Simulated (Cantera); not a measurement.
A perfectly stirred reactor is fed with N₂O : N₂ = 1 : 7.2 (molar parts), at 105 Torr; it is held at 1350 K, and followed from long to short residence time.

Cantera simulation using GRI-Mech 3.0 (53 species, 325 reactions); the numbers are that mechanism's predictions, not measurements. GRI-Mech 3.0 was tuned for natural gas; its chemistry of N2O as a main component is partial and can be far from experiment. The mechanism lacks the step 2 NO + O2 → 2 NO2, which can matter for NO2 below about 1400 K. The temperature is held fixed by assumption; the heat of reaction is taken as removed at once.

x: mole fraction; the columns are a selection and need not sum to one.

```json
[
 {"τ (s)": "0.43", "x N₂O": "0.0823", "x NO": "0.00634", "x NO₂": "[?]", "x O₂": "0.0155", "x O": "1.39e-5"},
 {"τ (s)": "0.20", "x N₂O": "0.0995", "x NO": "0.00361", "x NO₂": "[?]", "x O₂": "0.00874", "x O": "1.40e-5"},
 {"τ (s)": "0.096", "x N₂O": "0.110", "x NO": "0.00193", "x NO₂": "[?]", "x O₂": "0.00464", "x O": "1.41e-5"},
 {"τ (s)": "0.045", "x N₂O": "0.116", "x NO": "0.000953", "x NO₂": "[?]", "x O₂": "0.00229", "x O": "1.41e-5"},
 {"τ (s)": "0.021", "x N₂O": "0.119", "x NO": "0.000455", "x NO₂": "[?]", "x O₂": "0.00109", "x O": "1.41e-5"},
 {"τ (s)": "0.010", "x N₂O": "0.121", "x NO": "0.000217", "x NO₂": "[?]", "x O₂": "0.000521", "x O": "1.39e-5"},
 {"τ (s)": "0.0048", "x N₂O": "0.121", "x NO": "0.000102", "x NO₂": "[?]", "x O₂": "0.000246", "x O": "1.36e-5"},
 {"τ (s)": "0.0023", "x N₂O": "0.122", "x NO": "4.70e-5", "x NO₂": "[?]", "x O₂": "0.000113", "x O": "1.30e-5"}
]
```

**Question.** What belongs in the gaps?

**Answer.** 
- 0.43, x NO₂: 7.31e-6
- 0.20, x NO₂: 4.02e-6
- 0.096, x NO₂: 2.00e-6
- 0.045, x NO₂: 8.71e-7
- 0.021, x NO₂: 3.30e-7
- 0.010, x NO₂: 1.10e-7
- 0.0048, x NO₂: 3.15e-8
- 0.0023, x NO₂: 7.69e-9
